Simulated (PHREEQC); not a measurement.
A solution holds 1.6 mmol/kgw MnSO4, at 25 °C. Closed to the air; pH follows from the charge balance.

Computed with PHREEQC (ion-association model, phreeqc.dat).

```json
{
  "pH": "6.74",
  "ionic_strength": "0.00564 mol/kgw",
  "specific_conductance": "333 µS/cm"
}
```

```
species  molality  activity   log γ
-------  --------  --------  ------
Mn+2      0.00141   0.00104  -0.133
SO4-2     0.00141   0.00103  -0.137
MnSO4    0.000190  0.000190   0.001
H+        1.97e-7   1.83e-7  -0.031
MnOH+     1.57e-7   1.45e-7  -0.034
OH-       5.98e-8   5.52e-8  -0.035
```

This is a speciation only: nothing precipitates in the calculation. Complexes and solids missing from the database can't appear.
